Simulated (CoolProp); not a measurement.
Vapour-liquid equilibrium of R1234yf (1) + R227EA (2) at 224.9 K; x and y are mole fractions of (1).

Computed with CoolProp (multi-fluid Helmholtz-energy mixture model, Lemmon 2022 and Lemmon 2016; pair parameters Bell 2016).

Task: Give the bubble pressure and the first vapour's composition at x = 0.35, 0.65, 0.85. Is there an azeotrope?

Result: x = 0.35: 0.02758 MPa, y = 0.520; x = 0.65: 0.03371 MPa, y = 0.786; x = 0.85: 0.03780 MPa, y = 0.918. No azeotrope shows between x = 0.05 and 0.95.

The pair parameters rest on a limited set of measurements; away from them the model extrapolates.
